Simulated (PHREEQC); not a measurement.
Solution (25 °C and 300 atm): 5.3 mmol/kgw CuSO4 and 20 mmol/kgw HBF4. Closed to the air; pH follows from the charge balance.

All values are PHREEQC results (ion-association model, phreeqc.dat), not measurements.

No solid was allowed to form.

Question: Order these S species by the share of S that they hold, largest first: SO4-2, CuSO4, HSO4-.

Answer: SO4-2 (54 %), HSO4- (35 %), CuSO4 (11 %)

Question: Order these F species by the share of F that they hold, largest first: HF, BF3OH-, BF4-, F-, BF2(OH)2-.

Answer: BF4- (87 %), HF (8.7 %), BF3OH- (3.6 %), F- (0.55 %), BF2(OH)2- (0.50 %)

The pH is 1.83 and the ionic strength 0.0341 mol/kgw. Under pressure, the constants of complexes without a molar volume in the database are unreliable. Real BF4- forms and hydrolyses slowly; the run takes it at equilibrium.
